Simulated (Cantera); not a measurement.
Charge: 1 mol Si₃N₄, 0.67 mol H₂O, 25 mol H₂, equilibrated at 0.420 bar.

These are equilibrium values from Cantera (NASA tables, ideal gas, pure condensed phases), not measurements of a reactor. Candidate condensed phases: H₂O, Si, SiO₂, Si₂N₂O, Si₃N₄; 35 gas species. Mutual solubility and eutectic melting of coexisting phases are not modelled. Gases not in the tables: Si₂H₆ and higher silanes. Kinetics and transport are ignored.

Q: What share of the Si ends up in condensed phases as a function of T (K), at 1650, 1700, 1750, 1800, 1850, 1900, 1950, 2000?

A: 
```json
[
 {"T (K)": "1650", "Si condensed (%)": "100.0", "as": "Si₂N₂O(s) + Si₃N₄(s)"},
 {"T (K)": "1700", "Si condensed (%)": "99.9", "as": "Si₂N₂O(s) + Si₃N₄(s)"},
 {"T (K)": "1750", "Si condensed (%)": "99.7", "as": "Si(l) + Si₂N₂O(s) + Si₃N₄(s)"},
 {"T (K)": "1800", "Si condensed (%)": "99.3", "as": "Si(l) + Si₂N₂O(s) + Si₃N₄(s)"},
 {"T (K)": "1850", "Si condensed (%)": "98.4", "as": "Si(l) + Si₂N₂O(s) + Si₃N₄(s)"},
 {"T (K)": "1900", "Si condensed (%)": "94.2", "as": "Si(l) + Si₂N₂O(s)"},
 {"T (K)": "1950", "Si condensed (%)": "80.7", "as": "Si(l) + Si₂N₂O(s)"},
 {"T (K)": "2000", "Si condensed (%)": "77.4", "as": "Si(l)"}
]
```
